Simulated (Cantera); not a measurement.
An isothermal, constant-pressure homogeneous reactor starts with 0.195 % C2H4, 1.85 % O2, 97.6 % N2, 0.342 % CH4, equivalence ratio 0.68, at 1450 K and 2.00 bar.

Detailed kinetics in Cantera: GRI-Mech 3.0 (53 species, 325 reactions). GRI-Mech 3.0 was tuned for natural gas; its chemistry of ethylene as a main component is partial and can be far from experiment.

### Question
Predict: x(O2) at 2.00 s; x(N2O) at 2.00 s; x(NO) at 2.00 s.

### Answer
| Quantity | Value |
|---|---|
| x(O2) at 2.00 s | 0.00585 (gas-phase equilibrium 0.00577) |
| x(N2O) at 2.00 s | 1.74e-8 (gas-phase equilibrium 1.73e-8) |
| x(NO) at 2.00 s | 3.02e-6 (gas-phase equilibrium 0.000176) |
